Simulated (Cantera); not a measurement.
What does this Cantera script print?

```python
import numpy as np
import cantera as ct

gas_names = """
    F F2 N NF NF2 NF3 N2 Si SiF SiF2 SiF3 SiF4 SiN Si2 Si2N Si3
""".split()
cond_names = """
    Si(cr) Si(L) Si3N4(a)
""".split()


def load(file, names, dense=False):
    # The tables refer to 1 bar. Condensed volumes are neglected.
    table = {s.name: s for s in ct.Species.list_from_file(file)}
    out = []
    for n in names:
        d = dict(table[n].input_data)
        d["thermo"] = dict(d["thermo"], **{"reference-pressure": 1e5})
        if dense:
            d["equation-of-state"] = {"model": "constant-volume", "density": "1e6 g/cm^3"}
        out.append(ct.Species.from_dict(d))
    return out


gas = ct.Solution(thermo="ideal-gas", species=load("nasa_gas.yaml", gas_names))
cond = {s.name: ct.Solution(thermo="fixed-stoichiometry", species=[s], name=s.name)
        for s in load("nasa_condensed.yaml", cond_names, dense=True)}
atoms = {
    'Si': {'Si': 1},
    'NF3': {'N': 1, 'F': 3},
}
top_T = {'Si3N4(a)': 2400}  # K; cautious upper limits of use, not melting points


def equilibrate(T, P, feed):
    n = {}
    for name, mol in feed.items():
        for a, k in atoms[name].items():
            n[a] = n.get(a, 0.0) + k * mol
    gas.TPX = T, P, n
    mass = sum(n.values()) * gas.mean_molecular_weight
    gas.equilibrate("TP")
    valid = [c for c in cond.values() if c.min_temp <= T <= top_T.get(c.name, c.max_temp)]
    mix = ct.Mixture([(gas, mass / gas.mean_molecular_weight)] + [(c, 0.0) for c in valid])
    mix.T, mix.P = T, P
    mix.equilibrate("TP", solver="vcs", rtol=1e-11, max_steps=5000)
    return mix


results = []
feed = {'Si': 1, 'NF3': 2.3}  # mol
P = 13332.2  # Pa
for T in [625, 700, 775, 850, 925, 1000, 1075, 1150, 1225, 1300, 1375, 1450, 1525]:
    mix = equilibrate(T, P, feed)
    results.append((T, P, feed, dict(zip(mix.species_names, mix.species_moles))))

top = {s: max(r[3][s] / sum(r[3][g] for g in gas_names) for r in results) for s in gas_names}
cols = sorted((s for s in top if top[s] > 1e-05), key=lambda s: -top[s])[:5]
seen = [c for c in cond_names if any(r[3].get(c, 0) > 1e-12 for r in results)]
print("log10 of partial pressures in bar; condensed amounts in mol")
print(f"{'T/K':>10s}" + "".join(f"{s[:9]:>10s}" for s in cols + seen))
for T, P, feed, n in results:
    ng = sum(n[g] for g in gas_names)
    print(f"{T:10.4g}" + "".join(f"{np.log10(max(n[s] / ng * P / 1e5, 1e-99)):10.3f}" for s in cols)
          + "".join(f"{n.get(c, 0):10.4g}" for c in seen))
```

Result:

```
log10 of partial pressures in bar; condensed amounts in mol
       T/K         F      SiF4       NF3        F2        N2
       625    -5.001    -1.299    -1.322    -2.862    -1.469
       700    -3.901    -1.313    -1.377    -2.119    -1.456
       775    -3.066    -1.353    -1.571    -1.627    -1.425
       850    -2.465    -1.404    -1.989    -1.398    -1.396
       925    -2.034    -1.438    -2.569    -1.354    -1.391
      1000    -1.711    -1.462    -3.200    -1.405    -1.405
      1075    -1.470    -1.490    -3.862    -1.526    -1.430
      1150    -1.306    -1.520    -4.576    -1.721    -1.460
      1225    -1.209    -1.546    -5.343    -1.987    -1.485
      1300    -1.159    -1.562    -6.127    -2.296    -1.502
      1375    -1.136    -1.571    -6.886    -2.615    -1.510
      1450    -1.126    -1.575    -7.595    -2.922    -1.514
      1525    -1.121    -1.576    -8.247    -3.209    -1.516
```

These are equilibrium values from Cantera (NASA tables, ideal gas, pure condensed phases), not measurements of a reactor.
